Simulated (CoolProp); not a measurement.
Vapour-liquid equilibrium of fluoroethane (R161) (1) + R134a (2) at 0.0117 MPa; x and y are mole fractions of (1).

Computed with CoolProp (multi-fluid Helmholtz-energy mixture model, Wu 2012 and Tillner-Roth 1994; pair parameters Bell 2016).

```csv
x,bubble temperature (°C),y at the bubble point,dew temperature at overall composition x (°C),liquid density (mol/L)
0.05,-65.2,[?],[?],14.73
0.2,-67.0,0.323,[?],15.19
0.35,[?],0.520,-67.2,15.68
0.5,-70.5,0.682,-68.5,16.19
0.65,-72.2,0.809,[?],16.73
0.8,-73.8,0.907,-72.1,17.30
0.95,-75.4,0.980,-74.7,17.89
```

Task: Fill in the missing entries.

Result: 
- 0.05, y at the bubble point: 0.087
- 0.05, dew temperature at overall composition x (°C): -64.9
- 0.2, dew temperature at overall composition x (°C): -66.0
- 0.35, bubble temperature (°C): -68.7
- 0.65, dew temperature at overall composition x (°C): -70.1

No azeotrope shows between x = 0.05 and 0.95.

The pair parameters rest on a limited set of measurements; away from them the model extrapolates.
